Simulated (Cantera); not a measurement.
An isothermal, constant-pressure homogeneous reactor starts with 0.562 % CO, 0.828 % O₂, 0.00986 % H₂O, 98.6 % N₂, equivalence ratio 0.34, at 1400 K and 0.200 bar.

Detailed kinetics in Cantera: GRI-Mech 3.0 (53 species, 325 reactions).

x: mole fraction; the columns are a selection and need not sum to one.

| t (s) | x CO | x O₂ | x H₂O | x NO₂ | x NO | x H | x H₂ |
|---|---|---|---|---|---|---|---|
| 9.00e-5 | 0.00562 | 0.00828 | 9.86e-5 | <1e-12 | <1e-12 | <1e-12 | <1e-12 |
| 0.000206 | 0.00562 | 0.00828 | 9.86e-5 | <1e-12 | <1e-12 | <1e-12 | <1e-12 |
| 0.000473 | 0.00562 | 0.00828 | 9.86e-5 | <1e-12 | <1e-12 | 4.14e-12 | <1e-12 |
| 0.00109 | 0.00562 | 0.00828 | 9.86e-5 | <1e-12 | <1e-12 | 2.46e-11 | <1e-12 |
| 0.00249 | 0.00562 | 0.00828 | 9.86e-5 | <1e-12 | <1e-12 | 1.37e-10 | 1.33e-12 |
| 0.00571 | 0.00562 | 0.00828 | 9.86e-5 | <1e-12 | <1e-12 | 7.86e-10 | 1.72e-11 |
| 0.0131 | 0.00562 | 0.00828 | 9.86e-5 | <1e-12 | <1e-12 | 6.17e-9 | 2.66e-10 |
| 0.0300 | 0.00561 | 0.00828 | 9.83e-5 | <1e-12 | 1.88e-11 | 1.96e-7 | 1.20e-8 |
| 0.0688 | 0.00449 | 0.00731 | 5.11e-5 | 3.94e-11 | (withheld) | 6.91e-5 | 1.94e-6 |
| 0.158 | 0.00185 | 0.00572 | 1.75e-5 | 1.10e-9 | (withheld) | 0.000135 | 2.19e-6 |
| 0.362 | 0.000594 | 0.00557 | 6.17e-5 | 2.30e-9 | (withheld) | 4.50e-5 | 2.50e-6 |
| 0.829 | 0.000129 | 0.00550 | 8.93e-5 | 4.72e-9 | 6.16e-6 | 4.81e-6 | 7.13e-7 |
| 1.90 | 2.59e-5 | 0.00549 | 9.55e-5 | 8.26e-9 | 6.54e-6 | 4.57e-7 | 1.52e-7 |
| 4.36 | 5.64e-6 | 0.00548 | 9.74e-5 | 1.00e-8 | 6.66e-6 | 5.18e-8 | 3.53e-8 |
| 10.0 | 1.43e-6 | 0.00548 | 9.81e-5 | 8.31e-9 | 6.68e-6 | 7.47e-9 | 9.63e-9 |

Question: Some entries are withheld; supply them.

Answer: 
- 0.0688, x NO: 7.75e-8
- 0.158, x NO: 2.45e-6
- 0.362, x NO: 5.14e-6
